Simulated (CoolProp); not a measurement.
Vapour-liquid equilibrium of propylene (1) + n-hexane (2) at 316.3 K; x and y are mole fractions of (1).

Values from CoolProp's multi-fluid Helmholtz-energy mixture model, Lemmon 2013 and Thol 2019; pair parameters Bell 2016.

**Question.** Give the bubble pressure and the first vapour's composition at x = 0.45, 0.55, 0.65. Is there an azeotrope?

**Answer.** x = 0.45: 727.8 kPa, y = 0.952; x = 0.55: 879.3 kPa, y = 0.964; x = 0.65: 1047 kPa, y = 0.974. No azeotrope shows between x = 0.05 and 0.95.

The pair parameters rest on a limited set of measurements; away from them the model extrapolates. The gap from Raoult's law changes sign with composition, which may be real or a fault of the pair parameters; it wasn't checked against measurements.
